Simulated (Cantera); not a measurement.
Charge: 1 mol PbO, 1.4 mol O₂, 78 mol H₂, held at 1223.15 K.

These are equilibrium values from Cantera (NASA tables, ideal gas, pure condensed phases), not measurements of a reactor. Candidate condensed phases: H₂O, Pb, PbO, PbO₂, Pb₃O₄; 12 gas species. Kinetics and transport are ignored.

### Question
Which condensed phases are stable at each of these points (P (Pa)): 10, 68, 460, 3200, 22000, 150000, 1000000?

### Answer
```tsv
P (Pa)	condensed phases	Pb condensed (%)
10	gas only	0.0
68	gas only	0.0
460	gas only	0.0
3200	gas only	0.0
22000	Pb(l)	67.6
150000	Pb(l)	95.3
1000000	Pb(l)	99.3
```

From 10.0 Pa to 32.0 mbar nothing is condensed. From 0.220 bar to 10.0 bar the condensed part is Pb(l).
